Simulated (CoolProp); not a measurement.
Properties of tetrahydrofuran along the isobar 105 bar (Tc = 540.2 K, pc = 53.04 bar, ω = 0.234).

Computed with CoolProp (reference Helmholtz-energy equation of state, Fiedler 2023).

| T (K) | phase | Joule-Thomson coefficient (K/MPa) | isothermal compressibility (1/MPa) | expansivity (1/kK) | fugacity coefficient |
|---|---|---|---|---|---|
| 290.6 | liquid | -0.4389 | 0.0008545 | 1.155 | 0.002064 |
| 308.4 | liquid | -0.4113 | 0.0009760 | 1.193 | 0.004390 |
| 326.3 | liquid | -0.3820 | 0.001121 | 1.237 | 0.008480 |
| 344.2 | liquid | -0.3512 | 0.001295 | 1.289 | 0.01506 |
| 362 | liquid | -0.3187 | 0.001504 | 1.349 | 0.02484 |
| 379.9 | liquid | -0.2835 | 0.001761 | 1.419 | 0.03871 |
| 397.7 | liquid | -0.2450 | 0.002078 | 1.503 | 0.05718 |
| 415.6 | liquid | -0.2013 | 0.002482 | 1.604 | 0.08099 |
| 433.4 | liquid | -0.1507 | 0.003001 | 1.728 | 0.1102 |
| 451.3 | liquid | -0.08945 | 0.003697 | 1.884 | 0.1452 |
| 469.1 | liquid | -0.01294 | 0.004653 | 2.086 | 0.1856 |
| 487 | liquid | 0.08831 | 0.006044 | 2.357 | 0.2312 |
